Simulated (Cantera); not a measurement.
A perfectly stirred reactor is fed with NH3 : N2 = 1 : 1.4 (molar parts), at 9.00 Torr; it is held at 1723 K, and followed from long to short residence time.

Detailed kinetics in Cantera: the gas-phase N/H chemistry of the illustrative SiF4/NH3 mechanism in the Surface Chemkin manual (1991). Walls and surfaces, which speed up NH3 decomposition in real reactors, are not modelled.

**Question.** Predict: x(NH3) at τ = 2.70 s; x(N2H2) at τ = 2.70 s; x(H) at τ = 2.70 s; x(N) at τ = 2.70 s; x(N2H4) at τ = 2.70 s; x(NH3) at τ = 58.0 ms; x(N2H2) at τ = 58.0 ms; x(H) at τ = 58.0 ms; x(N2H4) at τ = 58.0 ms.

**Answer.** 
```
Quantity                 Result
----------------------  -------
x(NH3) at τ = 2.70 s      0.362
x(N2H2) at τ = 2.70 s   2.04e-6
x(H) at τ = 2.70 s      1.73e-5
x(N) at τ = 2.70 s      1.32e-7
x(N2H4) at τ = 2.70 s   5.81e-9
x(NH3) at τ = 58.0 ms     0.416
x(N2H2) at τ = 58.0 ms  5.33e-7
x(H) at τ = 58.0 ms     1.44e-7
x(N2H4) at τ = 58.0 ms  2.19e-9
```
